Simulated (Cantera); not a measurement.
# Equilibrium for silicon nitride deposition: SiH₄ + NH₃ + H₂

A closed system holds: 1 mol SiH₄, 2.8 mol NH₃, 6 mol H₂, at 0.743 Torr.

These are equilibrium values from Cantera (NASA tables, ideal gas, pure condensed phases), not measurements of a reactor. Candidate condensed phases: Si, Si₃N₄; 18 gas species. The tables' values for SiN are old estimates; treat these amounts as uncertain. Gases not in the tables: Si₂H₆ and higher silanes. The numbers say what is thermodynamically allowed, not how fast it happens.

From 1625 K to 1675 K the condensed part is Si(s). From 1725 K to 2025 K the condensed part is Si(l). The main Si-bearing gas is Si throughout. The share of Si in condensed phases is highest at 1625 K (99.7 %) and lowest at 2025 K (7.4 %).

```csv
T (K),x H₂,x N₂,x Si,x H,x SiH,x Si₂,x Si₂N,x SiN,n Si(s),n Si(l)
1625,0.895,0.103,0.000165,0.00212,9.76e-6,4.78e-7,2.24e-6,1.30e-6,0.997,0
1675,0.893,0.103,0.000438,0.00349,2.19e-5,1.71e-6,5.25e-6,2.91e-6,0.993,0
1725,0.891,0.103,0.00103,0.00557,4.35e-5,4.89e-6,1.01e-5,5.77e-6,0,0.985
1775,0.887,0.102,0.00222,0.00866,8.06e-5,1.24e-5,1.76e-5,1.06e-5,0,0.967
1825,0.880,0.102,0.00459,0.0131,0.000144,2.99e-5,2.97e-5,1.90e-5,0,0.932
1875,0.870,0.101,0.00915,0.0194,0.000249,6.87e-5,4.86e-5,3.27e-5,0,0.865
1925,0.854,0.0996,0.0176,0.0281,0.000416,0.000151,7.72e-5,5.47e-5,0,0.738
1975,0.829,0.0974,0.0327,0.0396,0.000673,0.000318,0.000119,8.87e-5,0,0.503
2025,0.791,0.0938,0.0588,0.0544,0.00105,0.000647,0.000178,0.000139,0,0.0737
```
x: gas mole fraction; n: condensed amount in mol.
